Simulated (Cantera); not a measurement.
Input (Python, Cantera) and output of one run.

```python
import numpy as np
import cantera as ct

gas_names = [...]  # 151 gases of nasa_gas.yaml made of C, H, N, O, Si
cond_names = """
    C(gr) C6H6(L) C7H8(L) C8H18(L),n-octa H2O(s) H2O(L) Si(cr) Si(L) SiC(b) SiO2(Lqz) SiO2(hqz) SiO2(L)
    Si2N2O(s) Si3N4(a)
""".split()


# ... load() reads the species with a 1 bar reference pressure and builds the phases ...
atoms = {
    'SiC': {'Si': 1, 'C': 1},
    'N2O': {'N': 2, 'O': 1},
    'H2': {'H': 2},
}
top_T = {'C(gr)': 4500, 'SiC(b)': 3050, 'Si2N2O(s)': 2100, 'Si3N4(a)': 2400}  # K; cautious upper limits of use, not melting points


# ... equilibrate(T, P, feed) seeds the gas with the atoms and calls Mixture.equilibrate('TP', solver="vcs", rtol=1e-11, max_steps=5000) ...
results = []
feed = {'SiC': 1, 'N2O': 1.4, 'H2': 7.7}  # mol
T = 1525  # K
for P in [0.1, 1.5, 22, 320, 4600, 68000, 1000000]:
    mix = equilibrate(T, P, feed)
    results.append((T, P, feed, dict(zip(mix.species_names, mix.species_moles))))

top = {s: max(r[3][s] / sum(r[3][g] for g in gas_names) for r in results) for s in gas_names}
cols = sorted((s for s in top if top[s] > 0.001), key=lambda s: -top[s])[:5]
seen = [c for c in cond_names if any(r[3].get(c, 0) > 1e-12 for r in results)]
print("log10 of partial pressures in bar; condensed amounts in mol")
print(f"{'P/Pa':>10s}" + "".join(f"{s[:9]:>10s}" for s in cols + seen))
for T, P, feed, n in results:
    ng = sum(n[g] for g in gas_names)
    print(f"{P:10.4g}" + "".join(f"{np.log10(max(n[s] / ng * P / 1e5, 1e-99)):10.3f}" for s in cols)
          + "".join(f"{n.get(c, 0):10.4g}" for c in seen))
```

It prints:

```
log10 of partial pressures in bar; condensed amounts in mol
      P/Pa        H2        N2        CO       SiO         H     C(gr)    SiC(b) SiO2(hqz) Si2N2O(s)
       0.1    -6.147    -6.881    -7.172    -7.192    -7.699         0    0.2829         0         0
       1.5    -4.961    -5.700    -6.001    -6.002    -7.107         0    0.2987         0         0
        22    -3.793    -4.533    -4.834    -4.834    -6.523         0    0.2998         0         0
       320    -2.591    -3.497    -3.513    -4.942    -5.922         0   0.07756         0     0.444
      4600    -1.429    -2.361    -2.361    -5.242    -5.340   0.09643         0         0    0.4994
   6.8e+04    -0.259    -1.191    -1.191    -5.242    -4.756   0.08757         0         0       0.5
     1e+06     0.910     0.048    -0.233    -5.383    -4.171    0.3246         0    0.2399      0.38
```

These are equilibrium values from Cantera (NASA tables, ideal gas, pure condensed phases), not measurements of a reactor. Mutual solubility and eutectic melting of coexisting phases are not modelled. The tables hold silica as quartz up to 1696 K and as liquid above; real silica turns to tridymite and cristobalite and melts near 1996 K.
